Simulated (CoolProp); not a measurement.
R404A at 413.84 K and 1.61 MPa is throttled through a valve to 0.425 MPa with no heat exchange. Each further row changes one setting.

The numbers come from the reference Helmholtz-energy equation of state, Lemmon 2003 in CoolProp. It is a pseudo-pure fit of the blend.

```json
[
 {"case": "as stated", "temperature change (K)": "-7.9", "final density (kg/m³)": "12.6"},
 {"case": "outlet pressure 0.128 MPa", "temperature change (K)": "-9.9", "final density (kg/m³)": "3.75"},
 {"case": "outlet pressure 0.552 MPa", "temperature change (K)": "-7.0", "final density (kg/m³)": "16.4"}
]
```
